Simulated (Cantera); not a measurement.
A closed system holds: 1 mol C6H6, 0.019 mol O2, 0.07 mol H2O, at 0.133 bar.

Equilibrium computed with Cantera from the NASA thermochemical tables; the gas is ideal and each condensed phase is pure. Candidate condensed phases: C, C6H6, C7H8, C8H18, H2O; 110 gas species. Equilibrium is a limit: real reactors are often held back by kinetics, nucleation or transport.

### Question
At 1450 K, list the 5 most abundant gas species with their mole fractions, and the condensed phases.

### Answer
H2 0.966, CO 0.0340, CH4 0.000410, H 2.55e-5, H2O 1.09e-5. Condensed: C(graphite).
